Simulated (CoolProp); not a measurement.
R113 along the isotherm 500 K: fugacity coefficient from the reference equation and from simpler models built on Tc = 487.2 K, pc = 3.392 MPa, ω = 0.253; each cubic takes its own stable root.

Computed with CoolProp (reference Helmholtz-energy equation of state, Marx 1992).

| p (MPa) | phase | reference |
|---|---|---|
| 0.391 | gas | 0.9646 |
| 0.783 | gas | 0.9296 |
| 1.17 | gas | 0.8954 |
| 1.57 | gas | 0.8602 |
| 1.96 | gas | 0.8261 |
| 2.35 | gas | 0.7921 |
| 2.74 | gas | 0.7579 |
| 3.13 | gas | 0.7233 |
| 3.52 | supercritical | 0.6877 |
| 3.91 | supercritical | 0.6498 |
| 4.31 | supercritical | 0.6077 |
| 4.7 | supercritical | 0.5702 |
| 5.09 | supercritical | 0.5377 |

**Question.** How far does each simpler model (van der Waals, Redlich-Kwong, Soave-Redlich-Kwong, Peng-Robinson) lie from the reference over these 13 states: mean and median of the absolute difference, and the worst?

**Answer.** 
- van der Waals: mean 2.1 %, median 2.3 %, worst +4.2 % at 500 K and 5.09 MPa
- Redlich-Kwong: mean 0.4 %, median 0.4 %, worst -0.8 % at 500 K and 3.91 MPa
- Soave-Redlich-Kwong: mean 0.3 %, median 0.1 %, worst +1.7 % at 500 K and 5.09 MPa
- Peng-Robinson: mean 2.4 %, median 2.8 %, worst -3.5 % at 500 K and 3.91 MPa
